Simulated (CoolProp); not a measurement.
Dodecamethylpentasiloxane (MD3M) along the isobar 1.01 bar: density (kg/m³) from the reference equation and from simpler models built on Tc = 628.0 K, pc = 9.540 bar, ω = 0.730; each cubic takes its own stable root.

Values from CoolProp's reference Helmholtz-energy equation of state, Thol 2019.

```json
[
 {"T (K)": "490.8", "phase": "liquid", "reference": "669.5"},
 {"T (K)": "500", "phase": "liquid", "reference": "657.9"},
 {"T (K)": "509.2", "phase": "gas", "reference": "10.22"},
 {"T (K)": "518.5", "phase": "gas", "reference": "9.943"},
 {"T (K)": "527.7", "phase": "gas", "reference": "9.692"},
 {"T (K)": "536.9", "phase": "gas", "reference": "9.458"},
 {"T (K)": "546.1", "phase": "gas", "reference": "9.240"},
 {"T (K)": "555.4", "phase": "gas", "reference": "9.033"},
 {"T (K)": "564.6", "phase": "gas", "reference": "8.840"},
 {"T (K)": "573.8", "phase": "gas", "reference": "8.658"},
 {"T (K)": "583.1", "phase": "gas", "reference": "8.483"},
 {"T (K)": "592.3", "phase": "gas", "reference": "8.319"},
 {"T (K)": "601.5", "phase": "gas", "reference": "8.163"},
 {"T (K)": "610.8", "phase": "gas", "reference": "8.013"},
 {"T (K)": "620", "phase": "gas", "reference": "7.871"}
]
```

**Question.** How far does each simpler model (van der Waals, Redlich-Kwong, Soave-Redlich-Kwong) lie from the reference over these 15 states: mean and median of the absolute difference, and the worst?

**Answer.** 
- van der Waals: mean 15.3 %, median 2.5 %, worst -98.5 % at 500 K and 1.01 bar
- Redlich-Kwong: mean 14.5 %, median 1.6 %, worst -98.5 % at 500 K and 1.01 bar
- Soave-Redlich-Kwong: mean 2.2 %, median 0.7 %, worst -11.6 % at 500 K and 1.01 bar

At some of these states van der Waals, Redlich-Kwong gives the other phase, because its saturation line lies elsewhere.
